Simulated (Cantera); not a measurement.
Input (Python, Cantera) and output of one run.

```python
import numpy as np
import cantera as ct

gas_names = [...]  # 136 gases of nasa_gas.yaml made of C, H, N, O
cond_names = """
    C(gr) C6H6(L) C7H8(L) C8H18(L),n-octa H2O(s) H2O(L)
""".split()


# ... load() reads the species with a 1 bar reference pressure and builds the phases ...
atoms = {
    'C3H6': {'C': 3, 'H': 6},
    'CO2': {'C': 1, 'O': 2},
    'N2': {'N': 2},
}
top_T = {'C(gr)': 4500}  # K; cautious upper limits of use, not melting points


# ... equilibrate(T, P, feed) seeds the gas with the atoms and calls Mixture.equilibrate('TP', solver="vcs", rtol=1e-11, max_steps=5000) ...
results = []
feed = {'C3H6': 1, 'CO2': 0.062, 'N2': 35}  # mol
P = 13332.2  # Pa
for T in [1048, 1148, 1248, 1348, 1448, 1548, 1648, 1748, 1848, 1948, 2048]:
    mix = equilibrate(T, P, feed)
    results.append((T, P, feed, dict(zip(mix.species_names, mix.species_moles))))

top = {s: max(r[3][s] / sum(r[3][g] for g in gas_names) for r in results) for s in gas_names}
cols = sorted((s for s in top if top[s] > 0.001), key=lambda s: -top[s])[:8]
seen = [c for c in cond_names if any(r[3].get(c, 0) > 1e-12 for r in results)]
print("log10 of partial pressures in bar; condensed amounts in mol")
print(f"{'T/K':>10s}" + "".join(f"{s[:9]:>10s}" for s in cols + seen))
for T, P, feed, n in results:
    ng = sum(n[g] for g in gas_names)
    print(f"{T:10.4g}" + "".join(f"{np.log10(max(n[s] / ng * P / 1e5, 1e-99)):10.3f}" for s in cols)
          + "".join(f"{n.get(c, 0):10.4g}" for c in seen))
```

Output:

```
log10 of partial pressures in bar; condensed amounts in mol
       T/K        N2        H2       HCN        CO         H     C(gr)
      1048    -0.912    -1.980    -6.412    -3.364    -9.102     2.936
      1148    -0.912    -1.979    -5.835    -3.363    -8.135     2.937
      1248    -0.912    -1.979    -5.352    -3.363    -7.320     2.936
      1348    -0.912    -1.979    -4.940    -3.363    -6.625     2.935
      1448    -0.912    -1.980    -4.587    -3.363    -6.025      2.93
      1548    -0.912    -1.980    -4.280    -3.363    -5.502     2.923
      1648    -0.912    -1.981    -4.011    -3.363    -5.041     2.909
      1748    -0.913    -1.983    -3.773    -3.363    -4.633     2.887
      1848    -0.913    -1.986    -3.563    -3.363    -4.269     2.855
      1948    -0.913    -1.991    -3.375    -3.363    -3.943     2.808
      2048    -0.914    -1.999    -3.207    -3.363    -3.649     2.743
```

Cantera equilibrium calculation (NASA polynomials, part measured and part estimated; ideal gas, pure solids and liquids).
